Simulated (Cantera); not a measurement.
An adiabatic, constant-volume homogeneous reactor starts with CH4 : C2H6 : O2 : N2 : H2O = 1 : 0.039 : 3.75 : 14.1 : 1.6 (molar parts), at 1450 K and 680000 Pa. Integrator tolerance rtol = 1e-08.

Cantera simulation using GRI-Mech 3.0 (53 species, 325 reactions); the numbers are that mechanism's predictions, not measurements.

Problem. What does this change do: pressure from 680000 Pa to 340000 Pa?

Solution. 
```json
[
 {"quantity": "time of steepest temperature rise", "before": "0.189 ms", "after": "0.319 ms"},
 {"quantity": "temperature at 1.00 s", "before": "2609 K", "after": "2588 K"},
 {"quantity": "equilibrium temperature", "before": "2609 K", "after": "2588 K"},
 {"quantity": "x(CH4) at 1.00 s", "before": "<1e-12 (gas-phase equilibrium <1e-12)", "after": "<1e-12 (gas-phase equilibrium <1e-12)"},
 {"quantity": "x(C2H6) at 1.00 s", "before": "<1e-12 (gas-phase equilibrium <1e-12)", "after": "<1e-12 (gas-phase equilibrium <1e-12)"},
 {"quantity": "x(O2) at 1.00 s", "before": "0.0699 (gas-phase equilibrium 0.0699)", "after": "0.0702 (gas-phase equilibrium 0.0702)"},
 {"quantity": "x(H2O) at 1.00 s", "before": "0.173 (gas-phase equilibrium 0.173)", "after": "0.171 (gas-phase equilibrium 0.171)"},
 {"quantity": "x(NO2) at 1.00 s", "before": "2.39e-5 (gas-phase equilibrium 2.39e-5)", "after": "1.66e-5 (gas-phase equilibrium 1.66e-5)"},
 {"quantity": "x(CO2) at 1.00 s", "before": "0.0488 (gas-phase equilibrium 0.0488)", "after": "0.0479 (gas-phase equilibrium 0.0479)"},
 {"quantity": "x(H) at 1.00 s", "before": "0.000492 (gas-phase equilibrium 0.000492)", "after": "0.000721 (gas-phase equilibrium 0.000721)"}
]
```

Problem. What does this change do: CH4 1 to 0.39 parts?

Solution. 
| quantity | before | after |
|---|---|---|
| time of steepest temperature rise | 0.189 ms | 98.7 µs |
| temperature at 1.00 s | 2609 K | 2047 K |
| equilibrium temperature | 2609 K | 2046 K |
| x(CH4) at 1.00 s | <1e-12 (gas-phase equilibrium <1e-12) | <1e-12 (gas-phase equilibrium <1e-12) |
| x(C2H6) at 1.00 s | <1e-12 (gas-phase equilibrium <1e-12) | <1e-12 (gas-phase equilibrium <1e-12) |
| x(O2) at 1.00 s | 0.0699 (gas-phase equilibrium 0.0699) | 0.139 (gas-phase equilibrium 0.139) |
| x(H2O) at 1.00 s | 0.173 (gas-phase equilibrium 0.173) | 0.125 (gas-phase equilibrium 0.125) |
| x(NO2) at 1.00 s | 2.39e-5 (gas-phase equilibrium 2.39e-5) | 2.48e-5 (gas-phase equilibrium 2.69e-5) |
| x(CO2) at 1.00 s | 0.0488 (gas-phase equilibrium 0.0488) | 0.0235 (gas-phase equilibrium 0.0235) |
| x(H) at 1.00 s | 0.000492 (gas-phase equilibrium 0.000492) | 4.83e-6 (gas-phase equilibrium 4.76e-6) |
